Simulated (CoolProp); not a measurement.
A single-stage vapour-compression cycle with chloromethane (R40): evaporating at 301.15 K (dew point), condensing at 360.15 K (bubble point), superheat 0 K, subcooling 0 K, compressor efficiency 0.6, no pressure losses. Each further row changes one setting.

The numbers come from the reference Helmholtz-energy equation of state, Thol 2014 in CoolProp.

| case | cooling COP | pressure ratio | discharge temperature (K) | refrigerating effect (kJ/kg) | volumetric capacity (kJ/m³) |
|---|---|---|---|---|---|
| as stated | ? | 4.02 | 437.4 | 267 | 3820 |
| evaporating temperature 306.15 K | ? | 3.50 | 428.5 | 268 | 4410 |
| condensing temperature 355.15 K | 2.63 | 3.64 | 427.0 | 276 | 3960 |
| subcooling 5 K | ? | 4.02 | 437.4 | 276 | 3960 |
| superheat 10 K | 2.31 | 4.02 | 451.1 | ? | 3780 |
| compressor efficiency 0.5 | ? | 4.02 | ? | 267 | 3820 |

**Question.** Some entries are withheld; supply them.

**Answer.** 
- as stated, cooling COP: 2.34
- evaporating temperature 306.15 K, cooling COP: 2.64
- subcooling 5 K, cooling COP: 2.42
- superheat 10 K, refrigerating effect (kJ/kg): 277
- compressor efficiency 0.5, cooling COP: 1.95
- compressor efficiency 0.5, discharge temperature (K): 456.6
